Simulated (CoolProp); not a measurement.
Vapour-liquid equilibrium of propane (1) + isohexane (2) at 42.5 kPa; x and y are mole fractions of (1).

Model: multi-fluid Helmholtz-energy mixture model, Lemmon 2009 and Lemmon 2006; pair parameters Bell 2016, in CoolProp.

```
x     bubble temperature, mixture model (°C)  bubble temperature, Raoult's law (°C)  y, mixture model  y, Raoult's law
----  --------------------------------------  -------------------------------------  ----------------  ---------------
0.05                                     8.1                                    7.9             0.696            0.705
0.2                                    -26.3                                  -24.9             0.961            0.959
0.35                                   -39.5                                  -38.2             0.987            0.987
0.5                                    -47.0                                  -46.1             0.994            0.994
0.65                                   -52.1                                  -51.6             0.997            0.997
0.8                                    -55.9                                  -55.8             0.999            0.999
0.95                                   -59.1                                  -59.1             1.000            1.000
```

The largest gap from Raoult's law is -1.4 K in bubble temperature, at x = 0.2. No azeotrope shows between x = 0.05 and 0.95.

The pair parameters rest on a limited set of measurements; away from them the model extrapolates. The gap from Raoult's law changes sign with composition, which may be real or a fault of the pair parameters; it wasn't checked against measurements.
